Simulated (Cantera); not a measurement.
Cantera run, input and output.

```python
import numpy as np
import cantera as ct

gas = ct.Solution("SiF4_NH3_mec.yaml", "gas")
gas.TPX = 1725, 13332, {'NH3': 1, 'N2': 1.1}
inlet = ct.Reservoir(gas, clone=True)

reactor = ct.IdealGasConstPressureReactor(gas, energy="off", clone=False)
exhaust = ct.Reservoir(gas, clone=True)
tau = [0.69, 0.33, 0.16, 0.076, 0.037, 0.018, 0.0085][0]
for a, b in ((inlet, reactor), (reactor, exhaust)):
    ct.MassFlowController(a, b, mdot=lambda t: reactor.mass / tau)
net = ct.ReactorNet([reactor])
show = ['NH3', 'N', 'N2H2', 'NH', 'N2', 'H']

rows = []
print(f"{'tau/s':>10s}{'T/K':>9s}" + "".join(f"{s:>11s}" for s in show))
for tau in [0.69, 0.33, 0.16, 0.076, 0.037, 0.018, 0.0085]:
    net.initial_time = 0.0
    net.advance(30 * tau)
    before = gas.X
    net.advance(40 * tau)
    drift = np.max(np.abs(gas.X - before) / (gas.X + 1e-9))
    rows.append([gas.T, *gas[show].X, drift])
    print(f"{tau:10.3e}{gas.T:9.1f}" + "".join(f"{x:11.3e}" for x in gas[show].X))
```

Output:

```
     tau/s      T/K        NH3          N       N2H2         NH         N2          H
 6.900e-01   1725.0  4.094e-01  5.044e-08  8.881e-07  1.526e-06  5.227e-01  1.250e-05
 3.300e-01   1725.0  4.415e-01  3.341e-08  9.892e-07  1.403e-06  5.232e-01  6.523e-06
 1.600e-01   1725.0  4.588e-01  1.879e-08  1.032e-06  1.234e-06  5.235e-01  3.337e-06
 7.600e-02   1725.0  4.679e-01  9.142e-09  1.028e-06  1.065e-06  5.236e-01  1.633e-06
 3.700e-02   1725.0  4.722e-01  4.278e-09  9.745e-07  9.266e-07  5.237e-01  7.999e-07
 1.800e-02   1725.0  4.744e-01  1.927e-09  8.540e-07  7.950e-07  5.237e-01  3.818e-07
 8.500e-03   1725.0  4.754e-01  7.856e-10  6.277e-07  6.218e-07  5.238e-01  1.697e-07
```

Computed with Cantera and the gas-phase N/H chemistry of the illustrative SiF4/NH3 mechanism in the Surface Chemkin manual (1991). Walls and surfaces, which speed up NH3 decomposition in real reactors, are not modelled.
